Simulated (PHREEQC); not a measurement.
## Metal-bearing waste water

Consider water at 94 °C with 0.0028 mol FeSO4, 0.00038 mol MgSO4, 0.00027 mol HCl and 0.003 mol Na2SO4 per kg of water. Closed to the air; pH follows from the charge balance.

The numbers come from PHREEQC with the ion-association model, phreeqc.dat.

Each row changes one thing in this solution. No solid was allowed to form.

| case | pH | ionic strength (mol/kgw) | SO4-2 (mol/kgw) | Fe+2 (mol/kgw) | FeSO4 (mol/kgw) | MgSO4 (mol/kgw) | SI of Melanterite (FeSO4:7H2O) | SI of Halite (NaCl) |
|---|---|---|---|---|---|---|---|---|
| as made | 4.03 | 0.0158 | 0.00450 | 0.00161 | 0.00118 | 0.000226 | -3.95 | -7.54 |
| FeSO4 from 0.0028 to 0.00028 mol/kgw | 3.95 | 0.0102 | 0.00312 | 0.000174 | 0.000106 | 0.000209 | -5.00 | -7.52 |
| diluted 100-fold with water | 5.54 | 0.000216 | (withheld) | 2.71e-5 | (withheld) | (withheld) | -7.18 | (withheld) |
| 3.3e-05 mol/kgw Al2(SO4)3 added | 3.94 | 0.0159 | 0.00453 | 0.00161 | 0.00118 | 0.000226 | -3.95 | -7.54 |
| HCl from 0.00027 to 0.000405 mol/kgw | 3.85 | 0.0158 | 0.00443 | 0.00162 | 0.00117 | 0.000224 | -3.95 | -7.36 |
| temperature from 94 to 75 °C | 3.91 | 0.0164 | 0.00468 | (withheld) | 0.00107 | 0.000200 | -3.79 | -7.53 |

Problem. Fill in the missing entries.

Solution. 
- diluted 100-fold with water, SO4-2 (mol/kgw): 6.08e-5
- diluted 100-fold with water, FeSO4 (mol/kgw): 6.99e-7
- diluted 100-fold with water, MgSO4 (mol/kgw): 1.87e-7
- diluted 100-fold with water, SI of Halite (NaCl): -11.42
- temperature from 94 to 75 °C, Fe+2 (mol/kgw): 0.00173

Some of these states are supersaturated (in Gibbsite (slow to form), for instance). At this temperature some constants are extrapolated from 25 °C, and those without enthalpy data are left unchanged.
